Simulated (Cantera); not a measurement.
Fluorocarbon and chlorocarbon gases: CHF3 + H2 + CH4

Feed: 1 mol CHF3, 0.31 mol H2, 0.018 mol CH4, at 1200 °C and 1.30 Pa.

These are equilibrium values from Cantera (NASA tables, ideal gas, pure condensed phases), not measurements of a reactor. Candidate condensed phases: C, C6H6, C7H8, C8H18; 95 gas species. Gases not in the tables: C2F6 and larger saturated fluorocarbons. The numbers say what is thermodynamically allowed, not how fast it happens.

```yaml
x(HF): 0.834
x(CF4): 0.159
x(F): 0.00362
x(CF2): 0.00314
x(CF3): 9.43e-5
n(C(graphite)): 0.690 mol
gas_amount: 2.028 mol
```
